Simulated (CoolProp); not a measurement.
Model: reference Helmholtz-energy equation of state, Lemmon 2006, in CoolProp. It is a short technical equation, of lower accuracy than the large ones.

Q: Give the vapour pressure (MPa), liquid density (kg/m³), surface tension (mN/m) of saturated carbon monoxide at 99.1, 102, 113.7 K.

A: 
```json
[
 {"T (K)": "99.1", "p (MPa)": "0.509", "liquid density (kg/m³)": "710", "surface tension (mN/m)": "5.90"},
 {"T (K)": "102", "p (MPa)": "0.629", "liquid density (kg/m³)": "695", "surface tension (mN/m)": "5.32"},
 {"T (K)": "113.7", "p (MPa)": "1.33", "liquid density (kg/m³)": "623", "surface tension (mN/m)": "3.08"}
]
```

Surface tension comes from a separate correlation (Mulero 2012).
